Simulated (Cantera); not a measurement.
Input: 1 mol SiC, 0.11 mol N2O, 280 mol N2, equilibrated at 1677 °C and 10.0 mbar.

These are equilibrium values from Cantera (NASA tables, ideal gas, pure condensed phases), not measurements of a reactor. Candidate condensed phases: C, Si, SiC, SiO2, Si2N2O, Si3N4; 34 gas species. Equilibrium is a limit: real reactors are often held back by kinetics, nucleation or transport.

Task: What is the equilibrium state?

Result: 
```json
{
  "x(N2)": "0.999",
  "x(CO)": "0.000366",
  "x(Si)": "0.000321",
  "x(SiO)": "2.67e-5",
  "x(SiN)": "9.43e-6",
  "x(Si2C)": "7.07e-6",
  "x(Si2N)": "1.75e-6",
  "x(SiC2)": "1.19e-6",
  "n(SiC(s))": "0.894 mol",
  "gas_amount": "280.3 mol",
  "log10 activity of C(graphite) (absent)": "-0.47",
  "log10 activity of Si(l) (absent)": "-0.87"
}
```
